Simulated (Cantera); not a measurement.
A closed system holds: 1 mol SiH₂Cl₂, 12 mol NH₃, 4.3 mol N₂, at 1373 K and 8.30e-5 bar.

Equilibrium computed with Cantera from the NASA thermochemical tables; the gas is ideal and each condensed phase is pure. Candidate condensed phases: NH₄Cl, Si, Si₃N₄; 28 gas species. The tables' values for SiCl₃ are old estimates; treat these amounts as uncertain. The numbers say what is thermodynamically allowed, not how fast it happens.

Base state: H₂ 0.610, N₂ 0.327, HCl 0.0594, SiCl₂ 0.00390, H 0.000285, Cl 2.31e-5, SiCl₃ 1.65e-5 (mole fractions); condensed: Si₃N₄(s).

### Question
What changes in the equilibrium state with this change: temperature from 1373 K to 1448.15 K?

### Answer
```tsv
species	before	after
H₂	0.610	0.612
N₂	0.327	0.329
HCl	0.0594	0.0494
SiCl₂	0.00390	0.00877
Si	1.09e-6	2.52e-5
SiCl	1.80e-6	1.67e-5
H	0.000285	0.000793
Si₃N₄(s), mol	0.294	0.246
```
The tables' values for SiCl₃, SiCl are old estimates; treat these amounts as uncertain.

### Question
What changes in the equilibrium state with this change: NH₃ from 12 to 5 mol?

### Answer
```csv
species,before,after
H₂,0.610,0.488
N₂,0.327,0.397
HCl,0.0594,0.102
SiCl₂,0.00390,0.0125
SiCl₃,1.65e-5,0.000101
Cl,2.31e-5,4.40e-5
H,0.000285,0.000255
"Si₃N₄(s), mol",0.294,0.267
```

### Question
What changes in the equilibrium state with this change: pressure from 8.30e-5 bar to 0.0100 bar?

### Answer
```
species          before     after
-------------  --------  --------
H₂                0.610     0.608
N₂                0.327     0.325
HCl              0.0594    0.0670
SiCl₂           0.00390  0.000205
H              0.000285   2.60e-5
Cl              2.31e-5   2.37e-6
Si₃N₄(s), mol     0.294     0.331
```
